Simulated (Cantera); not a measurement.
What does this Cantera script print?

```python
import numpy as np
import cantera as ct

gas = ct.Solution("gri30.yaml")
gas.TPX = 1175, 10000, {'N2O': 1}
inlet = ct.Reservoir(gas, clone=True)

reactor = ct.IdealGasConstPressureReactor(gas, energy="off", clone=False)
exhaust = ct.Reservoir(gas, clone=True)
tau = [2.8, 1.1, 0.44, 0.17, 0.069, 0.028, 0.011, 0.0044][0]
for a, b in ((inlet, reactor), (reactor, exhaust)):
    ct.MassFlowController(a, b, mdot=lambda t: reactor.mass / tau)
net = ct.ReactorNet([reactor])
show = ['N2O', 'NO2', 'O', 'NO', 'N2', 'O2']

rows = []
print(f"{'tau/s':>10s}{'T/K':>9s}" + "".join(f"{s:>11s}" for s in show))
for tau in [2.8, 1.1, 0.44, 0.17, 0.069, 0.028, 0.011, 0.0044]:
    net.initial_time = 0.0
    net.advance(30 * tau)
    before = gas.X
    net.advance(40 * tau)
    drift = np.max(np.abs(gas.X - before) / (gas.X + 1e-9))
    rows.append([gas.T, *gas[show].X, drift])
    print(f"{tau:10.3e}{gas.T:9.1f}" + "".join(f"{x:11.3e}" for x in gas[show].X))
```

Result:

```
     tau/s      T/K        N2O        NO2          O         NO         N2         O2
 2.800e+00   1175.0  8.633e-01  9.654e-06  1.216e-06  8.619e-03  8.681e-02  4.124e-02
 1.100e+00   1175.0  9.413e-01  3.754e-06  1.221e-06  3.707e-03  3.726e-02  1.770e-02
 4.400e-01   1175.0  9.757e-01  1.277e-06  1.223e-06  1.540e-03  1.546e-02  7.342e-03
 1.700e-01   1175.0  9.905e-01  3.408e-07  1.223e-06  6.042e-04  6.064e-03  2.880e-03
 6.900e-02   1175.0  9.961e-01  7.889e-08  1.223e-06  2.466e-04  2.475e-03  1.175e-03
 2.800e-02   1175.0  9.984e-01  1.550e-08  1.221e-06  1.002e-04  1.006e-03  4.773e-04
 1.100e-02   1175.0  9.994e-01  2.584e-09  1.217e-06  3.926e-05  3.949e-04  1.870e-04
 4.400e-03   1175.0  9.998e-01  4.207e-10  1.206e-06  1.558e-05  1.574e-04  7.419e-05
```

Cantera simulation using GRI-Mech 3.0 (53 species, 325 reactions); the numbers are that mechanism's predictions, not measurements. GRI-Mech 3.0 was tuned for natural gas; its chemistry of N2O as a main component is partial and can be far from experiment. The mechanism lacks the step 2 NO + O2 → 2 NO2, which can matter for NO2 below about 1400 K. The temperature is held fixed by assumption; the heat of reaction is taken as removed at once.
